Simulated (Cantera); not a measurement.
What does this Cantera script print?

```python
import numpy as np
import cantera as ct

gas_names = """
    CL CL2 H HCL H2 Na NaCL NaH Na2 Na2CL2
""".split()
cond_names = """
    Na(cr) Na(L) NaCL(s) NaCL(L)
""".split()


def load(file, names, dense=False):
    # The tables refer to 1 bar. Condensed volumes are neglected.
    table = {s.name: s for s in ct.Species.list_from_file(file)}
    out = []
    for n in names:
        d = dict(table[n].input_data)
        d["thermo"] = dict(d["thermo"], **{"reference-pressure": 1e5})
        if dense:
            d["equation-of-state"] = {"model": "constant-volume", "density": "1e6 g/cm^3"}
        out.append(ct.Species.from_dict(d))
    return out


gas = ct.Solution(thermo="ideal-gas", species=load("nasa_gas.yaml", gas_names))
cond = {s.name: ct.Solution(thermo="fixed-stoichiometry", species=[s], name=s.name)
        for s in load("nasa_condensed.yaml", cond_names, dense=True)}
atoms = {
    'NaCl': {'Na': 1, 'CL': 1},
    'H2': {'H': 2},
}
top_T = {}  # K; cautious upper limits of use, not melting points


def equilibrate(T, P, feed):
    n = {}
    for name, mol in feed.items():
        for a, k in atoms[name].items():
            n[a] = n.get(a, 0.0) + k * mol
    gas.TPX = T, P, n
    mass = sum(n.values()) * gas.mean_molecular_weight
    gas.equilibrate("TP")
    valid = [c for c in cond.values() if c.min_temp <= T <= top_T.get(c.name, c.max_temp)]
    mix = ct.Mixture([(gas, mass / gas.mean_molecular_weight)] + [(c, 0.0) for c in valid])
    mix.T, mix.P = T, P
    mix.equilibrate("TP", solver="vcs", rtol=1e-11, max_steps=5000)
    return mix


results = []
feed = {'NaCl': 1, 'H2': 0.52}  # mol
P = 1333.22  # Pa
for T in [898, 998, 1098, 1198, 1298, 1398, 1498, 1598, 1698, 1798, 1898, 1998, 2098, 2198]:
    mix = equilibrate(T, P, feed)
    results.append((T, P, feed, dict(zip(mix.species_names, mix.species_moles))))

top = {s: max(r[3][s] / sum(r[3][g] for g in gas_names) for r in results) for s in gas_names}
cols = sorted((s for s in top if top[s] > 0.001), key=lambda s: -top[s])[:5]
seen = [c for c in cond_names if any(r[3].get(c, 0) > 1e-12 for r in results)]
print("log10 of partial pressures in bar; condensed amounts in mol")
print(f"{'T/K':>10s}" + "".join(f"{s[:9]:>10s}" for s in cols + seen))
for T, P, feed, n in results:
    ng = sum(n[g] for g in gas_names)
    print(f"{T:10.4g}" + "".join(f"{np.log10(max(n[s] / ng * P / 1e5, 1e-99)):10.3f}" for s in cols)
          + "".join(f"{n.get(c, 0):10.4g}" for c in seen))
```

It prints:

```
log10 of partial pressures in bar; condensed amounts in mol
       T/K        H2      NaCL        Na    Na2CL2       HCL   NaCL(s)   NaCL(L)
       898    -1.875    -5.502    -7.758    -6.021    -7.758    0.9998         0
       998    -1.878    -4.235    -6.555    -4.644    -6.555    0.9959         0
      1098    -1.903    -3.242    -5.599    -3.601    -5.598         0    0.9552
      1198    -2.043    -2.513    -4.881    -2.927    -4.881         0    0.6874
      1298    -2.302    -2.158    -4.440    -2.877    -4.440         0         0
      1398    -2.330    -2.096    -4.135    -3.315    -4.135         0         0
      1498    -2.344    -2.077    -3.885    -3.766    -3.885         0         0
      1598    -2.353    -2.076    -3.673    -4.187    -3.673         0         0
      1698    -2.362    -2.081    -3.490    -4.571    -3.490         0         0
      1798    -2.373    -2.090    -3.329    -4.920    -3.331         0         0
      1898    -2.388    -2.103    -3.189    -5.241    -3.192         0         0
      1998    -2.407    -2.120    -3.065    -5.540    -3.073         0         0
      2098    -2.431    -2.141    -2.956    -5.821    -2.971         0         0
      2198    -2.463    -2.168    -2.860    -6.090    -2.888         0         0
```

Method: chemical equilibrium by Gibbs-energy minimisation in Cantera with the NASA 1993 tables (ideal gas, pure condensed phases).
